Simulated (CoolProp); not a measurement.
Carbonyl sulfide at several states: fugacity coefficient from the reference equation and from simpler models built on Tc = 105.6 °C, pc = 63.69 bar, ω = 0.098; each cubic takes its own stable root.

Values from CoolProp's reference Helmholtz-energy equation of state, Lemmon 2006. It is a short technical equation, of lower accuracy than the large ones.

```csv
T (°C),p (bar),phase,reference
42.55,282,liquid,0.1034
38.15,128,liquid,0.1481
199.45,5.07,gas,0.9868
170.45,2.68,gas,0.9914
```

Q: How far does each simpler model (van der Waals, Redlich-Kwong, Peng-Robinson) lie from the reference over these 4 states: mean and median of the absolute difference, and the worst?

A: 
- van der Waals: mean 38.1 %, median 32.8 %, worst +86.8 % at 42.55 °C and 282 bar
- Redlich-Kwong: mean 5.3 %, median 4.7 %, worst +11.5 % at 42.55 °C and 282 bar
- Peng-Robinson: mean 1.5 %, median 1.1 %, worst -3.9 % at 42.55 °C and 282 bar
